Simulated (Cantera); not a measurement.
An adiabatic, constant-pressure homogeneous reactor starts with CH₄ : O₂ : N₂ = 1 : 3.39 : 12.7 (molar parts), equivalence ratio 0.59, at 1475 K and 3.00 bar. Integrator tolerance rtol = 1e-08.

Cantera simulation using GRI-Mech 3.0 (53 species, 325 reactions); the numbers are that mechanism's predictions, not measurements.

Problem. What does this change do: initial temperature 1475 to 1498 K?

Solution. 
| quantity | before | after |
|---|---|---|
| time of steepest temperature rise | 0.526 ms | 0.421 ms |
| temperature at 0.800 s | 2532 K | 2546 K |
| equilibrium temperature | 2532 K | 2546 K |
| x(CH₄) at 0.800 s | <1e-12 (gas-phase equilibrium <1e-12) | <1e-12 (gas-phase equilibrium <1e-12) |
| x(O₂) at 0.800 s | 0.0734 (gas-phase equilibrium 0.0734) | 0.0733 (gas-phase equilibrium 0.0733) |
| x(H₂O) at 0.800 s | 0.109 (gas-phase equilibrium 0.109) | 0.109 (gas-phase equilibrium 0.109) |
| x(HCO) at 0.800 s | 1.36e-9 (gas-phase equilibrium 1.36e-9) | 1.57e-9 (gas-phase equilibrium 1.57e-9) |
| x(NO₂) at 0.800 s | 1.22e-5 (gas-phase equilibrium 1.22e-5) | 1.23e-5 (gas-phase equilibrium 1.23e-5) |
| x(H₂O₂) at 0.800 s | 3.87e-7 (gas-phase equilibrium 3.87e-7) | 3.97e-7 (gas-phase equilibrium 3.97e-7) |
